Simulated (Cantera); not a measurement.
Charge: 1 mol Fe(CO)5, a varied amount of H2, equilibrated at 1400 K and 73.0 Pa.

Method: chemical equilibrium by Gibbs-energy minimisation in Cantera with the NASA 1993 tables (ideal gas, pure condensed phases). Candidate condensed phases: C, C6H6, C7H8, C8H18, Fe, Fe(CO)5, FeO, Fe(OH)2, Fe(OH)3, Fe2O3, Fe3O4, H2O; 114 gas species. Kinetics and transport are ignored.

Problem. At 1.2 mol H2, list the 4 most abundant gas species with their mole fractions, and the condensed phases.

Solution. CO 0.806, H2 0.193, H 7.92e-5, Fe 2.10e-5. Condensed: Fe(γ).
